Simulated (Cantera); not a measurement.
Charge: 1 mol SiCl₄, a varied amount of O₂, equilibrated at 1225 K and 14.0 mbar.

Method: chemical equilibrium by Gibbs-energy minimisation in Cantera with the NASA 1993 tables (ideal gas, pure condensed phases). Candidate condensed phases: Si, SiO₂; 15 gas species. The tables hold silica as quartz up to 1696 K and as liquid above; real silica turns to tridymite and cristobalite and melts near 1996 K. Rates play no part.

Problem. At 4.3 mol O₂, list the 4 most abundant gas species with their mole fractions, and the condensed phases.

Solution. O₂ 0.613, Cl₂ 0.356, Cl 0.0308, ClO 0.000107. Condensed: SiO₂(β-quartz).
